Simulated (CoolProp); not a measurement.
n-perfluorohexane along the isobar 826 kPa: Z from the reference equation and from simpler models built on Tc = 174.9 °C, pc = 1742 kPa, ω = 0.497; each cubic takes its own stable root.

The numbers come from the reference Helmholtz-energy equation of state, Gao 2022 in CoolProp.

| T (°C) | phase | reference | van der Waals | Peng-Robinson |
|---|---|---|---|---|
| 74.15 | liquid | 0.06330 | 0.1141 | 0.06504 |
| 88.85 | liquid | 0.06287 | 0.1142 | 0.06514 |
| 103.45 | liquid | 0.06287 | 0.7124 | 0.06595 |
| 118.15 | liquid | 0.06347 | 0.7497 | 0.06781 |
| 132.85 | liquid | 0.06505 | 0.7789 | 0.07153 |
| 147.55 | gas | 0.7376 | 0.8027 | 0.7320 |
| 162.15 | gas | 0.7794 | 0.8224 | 0.7718 |
| 176.85 | gas | 0.8114 | 0.8394 | 0.8035 |

At some of these states van der Waals gives the other phase, because its saturation line lies elsewhere.
